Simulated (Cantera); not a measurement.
Input: 1 mol SiH₂Cl₂, 0.57 mol NH₃, 0.63 mol H₂, equilibrated at 875 K and 0.940 bar.

These are equilibrium values from Cantera (NASA tables, ideal gas, pure condensed phases), not measurements of a reactor. Candidate condensed phases: NH₄Cl, Si, Si₃N₄; 28 gas species. The tables' values for SiCl₃ are old estimates; treat these amounts as uncertain. Kinetics and transport are ignored.

Base state: H₂ 0.810, SiCl₄ 0.121, SiHCl₃ 0.0623, HCl 0.00344, SiH₂Cl₂ 0.00294, SiCl₃ 0.000197, SiH₃Cl 3.33e-5, SiCl₂ 1.86e-5 (mole fractions); condensed: Si(s) + Si₃N₄(s).

Problem. What changes in the equilibrium state with this change: temperature from 875 K to 1950 K?

Solution. 
```
species          before     after
-------------  --------  --------
H₂                0.810     0.569
HCl             0.00344     0.186
SiCl₂           1.86e-5     0.155
N₂                <1e-9    0.0761
SiCl₄             0.121  0.000837
SiHCl₃           0.0623  0.000901
SiCl₃          0.000197    0.0102
H                 <1e-9  0.000892
SiCl              <1e-9  0.000231
Cl                <1e-9  0.000219
Si(s), mol       0.0247         0
Si₃N₄(s), mol     0.142         0
Si(l), mol            0     0.373
```
The tables' values for SiCl₃, SiCl are old estimates; treat these amounts as uncertain. Gases not in the tables: Si₂H₆ and higher silanes.
